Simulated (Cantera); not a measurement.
# Low-pressure radical oxidation in H2/O2

An isothermal, constant-pressure homogeneous reactor starts with H2 : O2 = 0.071 : 1 (molar parts), at 1400 K and 0.0230 bar.

Cantera simulation using the H2/O2 subset of GRI-Mech 3.0, which has no nitrogen chemistry; the numbers are that mechanism's predictions, not measurements. Radical loss at walls, strong at low pressure, is not modelled. The temperature is held fixed by assumption; the heat of reaction is taken as removed at once.

```csv
t (s),x H2,x O2,x H2O,x OH,x HO2,x H2O2,x H
0.000300,0.0661,0.934,0.000168,9.15e-5,9.12e-7,4.26e-9,5.66e-5
0.00115,0.00143,0.880,0.0566,0.00753,4.17e-6,1.20e-7,0.00923
0.00438,0.00123,0.888,0.0583,0.00702,4.03e-6,1.17e-7,0.00731
0.0168,0.000746,0.906,0.0624,0.00553,3.45e-6,1.06e-7,0.00328
0.0641,0.000188,0.925,0.0665,0.00280,1.81e-6,6.42e-8,0.000392
0.245,2.11e-5,0.930,0.0680,0.000943,4.12e-7,2.15e-8,1.46e-5
0.936,2.34e-6,0.931,0.0684,0.000315,8.82e-8,5.41e-9,5.37e-7
3.58,3.98e-7,0.931,0.0685,0.000130,7.35e-8,1.59e-9,3.80e-8
13.7,2.14e-7,0.931,0.0685,9.56e-5,8.88e-8,1.12e-9,1.50e-8
52.3,2.13e-7,0.931,0.0685,9.53e-5,8.90e-8,1.12e-9,1.49e-8
200,2.13e-7,0.931,0.0685,9.53e-5,8.90e-8,1.12e-9,1.49e-8
```
x: mole fraction; the columns are a selection and need not sum to one.

Equilibrium at this temperature and pressure: H2 2.13e-7, O2 0.931, H2O 0.0685, OH 9.53e-5, HO2 8.90e-8, H2O2 1.12e-9, H 1.49e-8 (gas phase only).
